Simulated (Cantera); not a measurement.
A Cantera script and what it prints.

```python
import numpy as np
import cantera as ct

gas_names = [...]  # 110 gases of nasa_gas.yaml made of C, F, H
cond_names = """
    C(gr) C6H6(L) C7H8(L) C8H18(L),n-octa
""".split()


# ... load() reads the species with a 1 bar reference pressure and builds the phases ...
atoms = {
    'CHF3': {'C': 1, 'H': 1, 'F': 3},
    'F2': {'F': 2},
    'H2': {'H': 2},
}
top_T = {'C(gr)': 4500}  # K; cautious upper limits of use, not melting points


# ... equilibrate(T, P, feed) seeds the gas with the atoms and calls Mixture.equilibrate('TP', solver="vcs", rtol=1e-11, max_steps=5000) ...
results = []
feed = {'CHF3': 1, 'F2': 0.023, 'H2': 5.8}  # mol
P = 25  # Pa
for T in [3000, 3250, 3500, 3750, 4000, 4250, 4500, 4750, 5000]:
    mix = equilibrate(T, P, feed)
    results.append((T, P, feed, dict(zip(mix.species_names, mix.species_moles))))
    x = sorted(zip(gas.X, gas.species_names), reverse=True)
    print(f"T = {T:g} K  P = {P:g} Pa  gas = {mix.phase_moles(0):.4g} mol")
    print("   x: " + "  ".join(f"{s} {v:.3e}" for v, s in x if v > 1e-05))
    print("   condensed (mol): " + ("  ".join(f"{mix.phase(i).name} {mix.phase_moles(i):.4g}"
          for i in range(1, mix.n_phases) if mix.phase_moles(i) > 1e-12) or "none"))
```

It prints:

```
T = 3000 K  P = 25 Pa  gas = 14.62 mol
   x: H 7.384e-01  HF 1.124e-01  F 9.400e-02  C 3.629e-02  C3 7.156e-03  H2 5.466e-03  C2 4.061e-03  CF 1.947e-03  C2H 2.529e-04  CH 1.905e-05  C2H2,acetylene 1.089e-05
   condensed (mol): none
T = 3250 K  P = 25 Pa  gas = 16.08 mol
   x: H 7.503e-01  F 1.580e-01  C 5.687e-02  HF 3.056e-02  C2 1.513e-03  H2 1.366e-03  CF 9.196e-04  C3 4.433e-04  C2H 2.126e-05  CH 1.021e-05
   condensed (mol): none
T = 3500 K  P = 25 Pa  gas = 16.51 mol
   x: H 7.552e-01  F 1.771e-01  C 5.960e-02  HF 7.115e-03  H2 4.088e-04  C2 3.296e-04  CF 2.471e-04  C3 1.476e-05
   condensed (mol): none
T = 3750 K  P = 25 Pa  gas = 16.61 mol
   x: H 7.564e-01  F 1.815e-01  C 5.996e-02  HF 1.854e-03  H2 1.423e-04  C2 8.200e-05  CF 7.072e-05
   condensed (mol): none
T = 4000 K  P = 25 Pa  gas = 16.64 mol
   x: H 7.567e-01  F 1.825e-01  C 6.001e-02  HF 5.611e-04  H2 5.635e-05  Electron 2.703e-05  C+ 2.538e-05  C2 2.405e-05  CF 2.315e-05
   condensed (mol): none
T = 4250 K  P = 25 Pa  gas = 16.64 mol
   x: H 7.568e-01  F 1.828e-01  C 5.999e-02  HF 1.943e-04  Electron 7.484e-05  C+ 7.262e-05  H2 2.483e-05
   condensed (mol): none
T = 4500 K  P = 25 Pa  gas = 16.65 mol
   x: H 7.568e-01  F 1.829e-01  C 5.988e-02  Electron 1.881e-04  C+ 1.830e-04  HF 7.552e-05  H2 1.197e-05
   condensed (mol): none
T = 4750 K  P = 25 Pa  gas = 16.65 mol
   x: H 7.566e-01  F 1.829e-01  C 5.963e-02  Electron 4.316e-04  C+ 4.175e-04  HF 3.236e-05  H+ 1.351e-05
   condensed (mol): none
T = 5000 K  P = 25 Pa  gas = 16.66 mol
   x: H 7.562e-01  F 1.828e-01  C 5.914e-02  Electron 9.144e-04  C+ 8.758e-04  H+ 3.814e-05  HF 1.506e-05
   condensed (mol): none
```

Equilibrium computed with Cantera from the NASA thermochemical tables; the gas is ideal and each condensed phase is pure.
